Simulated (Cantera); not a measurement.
## N2O furnace oxynitridation

An isothermal, constant-pressure homogeneous reactor starts with N₂O : H₂O = 1 : 0.092 (molar parts), at 1600 K and 0.00622 atm.

Model: GRI-Mech 3.0 (53 species, 325 reactions), integrated in Cantera. GRI-Mech 3.0 was tuned for natural gas; its chemistry of N2O as a main component is partial and can be far from experiment. Radical loss at walls, strong at low pressure, is not modelled. The temperature is held fixed by assumption; the heat of reaction is taken as removed at once.

```
t (s)       x N₂O   x H₂O     x H₂      x H       x O      x OH    x H₂O₂
--------  -------  ------  -------  -------  --------  --------  --------
0.000700    0.915  0.0841  6.33e-8  2.02e-7  0.000185  0.000110   1.81e-8
0.00229     0.911  0.0839  1.83e-6  9.07e-7  0.000198  0.000410   2.31e-7
0.00749     0.901  0.0834  9.94e-6  1.55e-6  0.000202  0.000663   3.13e-7
0.0245      0.866  0.0824  1.16e-5  1.65e-6  0.000201  0.000707   2.31e-7
0.0801      0.766  0.0795  8.49e-6  1.69e-6  0.000194  0.000735   1.31e-7
0.262       0.529  0.0727  7.93e-6  1.96e-6  0.000182  0.000738   4.64e-8
0.857       0.189  0.0629  1.04e-5  2.84e-6  0.000161  0.000679   9.04e-9
2.80       0.0106  0.0578  1.42e-5  3.84e-6  0.000138  0.000612   1.19e-9
9.17      6.47e-6  0.0575  9.91e-6  2.20e-6   9.24e-5  0.000500  8.11e-10
30.0      3.08e-6  0.0575  9.85e-6  2.19e-6   9.20e-5  0.000499  8.11e-10
```
x: mole fraction; the columns are a selection and need not sum to one.

Equilibrium at this temperature and pressure: N₂O 8.94e-9, H₂O 0.0575, H₂ 8.65e-6, H 2.03e-6, O 0.000103, OH 0.000528, H₂O₂ 9.14e-10 (gas phase only).
